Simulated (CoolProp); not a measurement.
Propane at 230.66 K and 0.0207 MPa is throttled through a valve to 0.00599 MPa with no heat exchange. Each further row changes one setting.

Values from CoolProp's reference Helmholtz-energy equation of state, Lemmon 2009.

| case | temperature change (K) | final density (kg/m³) |
|---|---|---|
| as stated | -0.5 | 0.138 |
| outlet pressure 0.0018 MPa | -0.7 | 0.0415 |
| outlet pressure 0.00779 MPa | -0.5 | 0.180 |
